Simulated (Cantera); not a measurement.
Cantera run:

```python
import numpy as np
import cantera as ct

gas_names = """
    Cu CuF CuF2 CuO Cu2 F FO FO2 F2 F2O N NF NF2 NF3 NO NO2 NO3 N2 N2O O O2 O3
""".split()
cond_names = """
    Cu(cr) Cu(L) CuF2(s) CuF2(L) CuO(s) Cu2O(s) Cu2O(L)
""".split()


# ... load() reads the species with a 1 bar reference pressure and builds the phases ...
atoms = {
    'CuF2': {'Cu': 1, 'F': 2},
    'O2': {'O': 2},
    'N2': {'N': 2},
}
top_T = {'CuO(s)': 1390}  # K; cautious upper limits of use, not melting points


# ... equilibrate(T, P, feed) seeds the gas with the atoms and calls Mixture.equilibrate('TP', solver="vcs", rtol=1e-11, max_steps=5000) ...
results = []
feed = {'CuF2': 1, 'O2': 0.42, 'N2': 470}  # mol
T = 1473.15  # K
P = 1333.22  # Pa
mix = equilibrate(T, P, feed)
results.append((T, P, feed, dict(zip(mix.species_names, mix.species_moles))))
x = sorted(zip(gas.X, gas.species_names), reverse=True)
print(f"T = {T:g} K  P = {P:g} Pa  gas = {mix.phase_moles(0):.4g} mol")
print("   x: " + "  ".join(f"{s} {v:.3e}" for v, s in x if v > 0.001))
print("   condensed (mol): " + ("  ".join(f"{mix.phase(i).name} {mix.phase_moles(i):.4g}"
      for i in range(1, mix.n_phases) if mix.phase_moles(i) > 1e-12) or "none"))
```

It prints:

```
T = 1473.15 K  P = 1333.22 Pa  gas = 471.7 mol
   x: N2 9.963e-01  CuF2 1.504e-03
   condensed (mol): none
```

These are equilibrium values from Cantera (NASA tables, ideal gas, pure condensed phases), not measurements of a reactor.
